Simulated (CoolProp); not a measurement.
Computed with CoolProp (reference Helmholtz-energy equation of state, Lemmon 2006). It is a short technical equation, of lower accuracy than the large ones.

**Question.** For carbon monoxide, give the phase and the cp (kJ/(kg K)), cv (kJ/(kg K)) at -155.95 °C and 0.553 bar; -155.95 °C and 116 bar; -155.95 °C and 175 bar.

**Answer.** 
- -155.95 °C and 0.553 bar: gas; cp 1.05, cv 0.745
- -155.95 °C and 116 bar: liquid; cp 2.15, cv 0.989
- -155.95 °C and 175 bar: liquid; cp 2.03, cv 1.00
